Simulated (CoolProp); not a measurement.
Saturation properties of hydrogen chloride.

Model: reference Helmholtz-energy equation of state, Thol 2018, in CoolProp.

```
T (K)  p (MPa)  liquid density (kg/m³)  vapour density (kg/m³)  enthalpy of vaporisation (kJ/kg)  liquid cp (kJ/(kg K))
-----  -------  ----------------------  ----------------------  --------------------------------  ---------------------
248.7    1.288                    1016                   27.02                             361.4                  1.816
251.4    1.401                    1007                       …                             356.6                  1.832
254.1    1.520                   997.7                   31.90                             351.6                  1.850
256.8    1.647                   988.5                   34.60                                 …                      …
259.5    1.781                   979.0                   37.50                             341.2                  1.890
262.2    1.924                       …                   40.61                             335.7                  1.913
264.9    2.075                   959.5                   43.94                             330.1                  1.938
267.6    2.234                   949.4                   47.52                             324.2                  1.966
270.2    2.395                   939.4                   51.21                             318.4                  1.995
272.9    2.572                   928.8                   55.32                             312.1                  2.029
275.6    2.759                   917.8                   59.74                             305.6                  2.067
278.3    2.955                   906.6                   64.50                             298.8                  2.109
281          …                   894.9                   69.64                             291.8                  2.156
283.7    3.379                   882.9                   75.19                             284.4                  2.210
286.4    3.607                   870.4                   81.21                             276.7                  2.272
```

Question: What belongs in the gaps?

Answer: 
- 251.4, vapour density (kg/m³): 29.37
- 256.8, enthalpy of vaporisation (kJ/kg): 346.5
- 256.8, liquid cp (kJ/(kg K)): 1.869
- 262.2, liquid density (kg/m³): 969.4
- 281, p (MPa): 3.162

It boils at 188.2 K under 1 atm.
